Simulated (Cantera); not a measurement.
## Silicon epitaxy and polysilicon growth: Si₂Cl₆ + H₂

A closed system holds: 1 mol Si₂Cl₆, a varied amount of H₂, held at 1000 K and 133 Pa.

These are equilibrium values from Cantera (NASA tables, ideal gas, pure condensed phases), not measurements of a reactor. Candidate condensed phases: Si; 19 gas species. The feed counts by its element totals alone. The tables' values for SiCl₃ are old estimates; treat these amounts as uncertain. Rates play no part.

| n(H₂) (mol) | log p H₂ | log p HCl | log p SiCl₄ | log p SiCl₂ | log p SiHCl₃ | log p SiCl₃ | n Si(s) |
|---|---|---|---|---|---|---|---|
| 53 | -2.90 | -4.30 | -4.73 | -5.47 | -5.49 | -5.79 | 0.895 |
| 75 | -2.90 | -4.35 | -4.96 | -5.58 | -5.65 | -5.96 | 1.01 |
| 98 | -2.89 | -4.40 | -5.15 | -5.68 | -5.79 | -6.10 | 1.12 |
| 120 | -2.89 | -4.44 | -5.30 | -5.76 | -5.91 | -6.22 | 1.21 |
| 140 | -2.89 | -4.47 | -5.43 | -5.82 | -6.00 | -6.32 | 1.28 |
| 170 | -2.89 | -4.51 | -5.61 | -5.91 | -6.13 | -6.45 | 1.38 |
| 190 | -2.89 | -4.54 | -5.72 | -5.96 | -6.21 | -6.53 | 1.43 |
| 210 | -2.89 | -4.56 | -5.82 | -6.01 | -6.29 | -6.61 | 1.48 |
| 230 | -2.88 | -4.59 | -5.91 | -6.06 | -6.36 | -6.68 | 1.52 |
| 260 | -2.88 | -4.62 | -6.05 | -6.13 | -6.47 | -6.78 | 1.58 |
| 280 | -2.88 | -4.64 | -6.14 | -6.17 | -6.53 | -6.85 | 1.61 |
| 300 | -2.88 | -4.66 | -6.22 | -6.22 | -6.59 | -6.91 | 1.64 |
log p: log10 of the partial pressure in bar; n: condensed amount in mol.

From 53 mol H₂ to 300 mol H₂ the condensed part is Si(s). The main Si-bearing gas is SiCl₄ at 53 mol H₂ and SiCl₂ at 300 mol H₂. The share of Si in condensed phases is highest at 300 mol H₂ (81.9 %) and lowest at 53 mol H₂ (44.7 %).
